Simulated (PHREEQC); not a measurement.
**Alkaline etch or developer with copper plating or etch bath: an equilibrium model**

Solution A (1.4 mmol/kgw KOH, 0.17 mmol/kgw H3BO3 and 190 mmol/kgw Na2CO3) is mixed with solution B (0.0012 mol Cu(NO3)2 and 0.0036 mol HBF4 per kg of water) at 25 °C; shares are by mass of water, 1 kg in all. Oxygen is held at 0.21 atm. The system is closed to CO2. The run lets Cu(OH)2, Malachite, Cu2(OH)3NO3, Nahcolite, Natron, CuF2:2H2O precipitate or redissolve, and no other solid.

Equilibrium calculation in PHREEQC: ion-association model, wateq4f.dat.

```
share of solution B     pH  Cu(OH)2 (mol)  Malachite (mol)
-------------------  -----  -------------  ---------------
0                    11.41              0                0
0.1                  11.25       0.000111                0
0.2                  11.08       0.000231                0
0.3                  10.92       0.000351                0
0.4                  10.77       0.000471                0
0.5                  10.62       0.000590                0
0.6                  10.47       0.000710                0
0.7                  10.28       0.000829                0
0.8                  10.05              0         0.000475
0.9                   9.23              0         0.000538
1                     2.50              0                0
```

Cu(OH)2 from share of solution B = 0.1 (pH 11.25), last present at share of solution B = 0.7; Malachite from share of solution B = 0.8 (pH 10.05), last present at share of solution B = 0.9.

Real BF4- forms and hydrolyses slowly; the run takes it at equilibrium. The database's constant for dissolved Cu(OH)2 is higher than later reviews accept.
